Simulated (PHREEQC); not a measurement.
Consider water at 60 °C with 0.36 mmol/kgw H3AsO4, 1.5 mmol/kgw NaOH and 8.2 mmol/kgw FeCl3. Closed to the air; pH follows from the charge balance.

The numbers come from PHREEQC with the ion-association model, wateq4f.dat.

```csv
quantity,before,after
pH,2.32,2.77
ionic strength (mol/kgw),0.0363,0.00628
```

Name the change that produced these shifts.
A. diluted 5-fold with water
B. NaOH from 0.0015 to 0.00165 mol/kgw
C. 0.01 mol/kgw CsOH added
D. H3AsO4 left out
E. FeCl3 from 0.0082 to 0.00738 mol/kgw

A, diluted 5-fold with water

This is a speciation only: nothing precipitates in the calculation. Some of these states are supersaturated (in Hematite (slow to form), Goethite (slow to form), for instance). The database's scorodite may be far more soluble than the real mineral, and it has no iron arsenate complexes; the constant wasn't checked at its source. At this temperature some constants are extrapolated from 25 °C, and those without enthalpy data are left unchanged.
